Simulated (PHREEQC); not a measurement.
H2SO4 is added in steps, without added water, to 1 kg of water holding 0.091 mol HF, 0.026 mol NaOH and 0.00069 mol KCl, at 20 °C. O2 is buffered at 0.21 atm. No CO2 enters from the air. Solids allowed: Halite, Sylvite. Others were left out.

Base run: PHREEQC, ion-association model, phreeqc.dat. Each further column changes one thing. The table gives pH.

```csv
H2SO4 added (mol),base,temperature from 20 to 75 °C,diluted 5-fold with water,temperature from 20 to 80 °C,no solid may form
0,2.67,3.08,2.86,3.12,2.67
0.0018,2.59,3.00,2.60,3.04,2.59
0.0027,2.55,2.95,…,3.00,2.55
0.0045,2.48,2.86,…,2.91,2.48
0.0054,2.44,2.82,2.23,2.86,2.44
0.0072,2.36,2.73,2.11,2.77,2.36
0.0081,2.32,2.69,2.05,2.73,2.32
0.0099,2.25,2.60,…,2.64,2.25
0.0108,2.22,2.55,…,2.59,2.22
0.0126,2.15,2.47,…,2.50,2.15
0.0135,2.11,2.42,1.83,2.46,2.11
0.0153,2.05,2.34,1.78,2.38,2.05
0.0162,2.02,2.30,…,2.34,2.02
0.018,1.96,2.23,…,2.26,1.96
```

**Question.** Some entries are withheld; supply them.

**Answer.** 
- 0.0027, diluted 5-fold with water: 2.49
- 0.0045, diluted 5-fold with water: 2.31
- 0.0099, diluted 5-fold with water: 1.97
- 0.0108, diluted 5-fold with water: 1.93
- 0.0126, diluted 5-fold with water: 1.86
- 0.0162, diluted 5-fold with water: 1.75
- 0.018, diluted 5-fold with water: 1.71

 Constants without temperature data keep their 25 °C values here.
